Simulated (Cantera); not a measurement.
Charge: 1 mol SiC, 0.019 mol N2O, 5.3 mol N2, 0.0012 mol H2O, equilibrated at 10000 Pa.

These are equilibrium values from Cantera (NASA tables, ideal gas, pure condensed phases), not measurements of a reactor. Candidate condensed phases: C, C6H6, C7H8, C8H18, H2O, Si, SiC, SiO2, Si2N2O, Si3N4; 151 gas species. Mutual solubility and eutectic melting of coexisting phases are not modelled. Kinetics and transport are ignored.

Question: Which condensed phases are stable at each of these points (T (°C)): 1375, 1425, 1475, 1525, 1575, 1625, 1675, 1725, 1775?

Answer: 
```
T (°C)               condensed phases  Si condensed (%)
------  -----------------------------  ----------------
1375               SiC(s) + Si2N2O(s)             100.0
1425               SiC(s) + Si2N2O(s)              99.9
1475    SiC(s) + Si2N2O(s) + Si3N4(s)              99.7
1525                SiC(s) + Si3N4(s)              99.5
1575                SiC(s) + Si3N4(s)              99.1
1625                           SiC(s)              99.0
1675                           SiC(s)              98.9
1725                           SiC(s)              98.9
1775                           SiC(s)              98.8
```

From 1375 °C to 1425 °C the condensed part is SiC(s) + Si2N2O(s). At 1475 °C the condensed part is SiC(s) + Si2N2O(s) + Si3N4(s). From 1525 °C to 1575 °C the condensed part is SiC(s) + Si3N4(s). From 1625 °C to 1775 °C the condensed part is SiC(s).
